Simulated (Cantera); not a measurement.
Gas mixture: 100 % N2O, at 0.975 Torr, frozen composition.

Cantera's kinetic-theory transport with the Lennard-Jones parameters of GRI-Mech 3.0, ideal gas; thermal conductivity in the mixture-averaged form. The composition is frozen, though it would react at the higher temperatures.

One state of this run: ρ (kg/m³) = 0.000860; cp (J/kg/K) = 1192; μ (µPa s) = 34.0; λ (mW/m/K) = 54.9; Pr = 0.739; D (cm²/s) CO2 = 526; D (cm²/s) H2 = 2720; D (cm²/s) H = 4410. D: mixture-averaged diffusion coefficient of that species in the mixture.

Problem. Which value of T (K) does it belong to?
(A) 1000
(B) 1200
(C) 800
(D) 1600

Solution. C, 800
